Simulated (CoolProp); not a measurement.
Vapour-liquid equilibrium of carbon dioxide (1) + R22 (2) at 524 kPa; x and y are mole fractions of (1).

Values from CoolProp's multi-fluid Helmholtz-energy mixture model, Span 1996 and Kamei 1995; pair parameters Bell 2016.

Question: Give the bubble temperature and the first vapour's composition at x = 0.15, 0.45, 0.85. Is there an azeotrope?

Answer: x = 0.15: 258.2 K, y = 0.494; x = 0.45: 236.0 K, y = 0.865; x = 0.85: 220.6 K, y = 0.983. No azeotrope shows between x = 0.05 and 0.95.

The pair parameters rest on a limited set of measurements; away from them the model extrapolates.
